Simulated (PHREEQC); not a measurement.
**Hard or scaling water (model solution)**

Solution (25 °C): 0.0091 mol CaCl2, 0.00012 mol NaF and 0.0065 mol NaCl per kg of water. Closed to the air; pH follows from the charge balance.

The numbers come from PHREEQC with the ion-association model, phreeqc.dat.

Precipitation was switched off in this run.

Question: Predict the pH, specific conductance.

Answer: pH 7.00; specific conductance 2830 µS/cm.

Examples of supersaturated solids here: Fluorite. Others may be too.
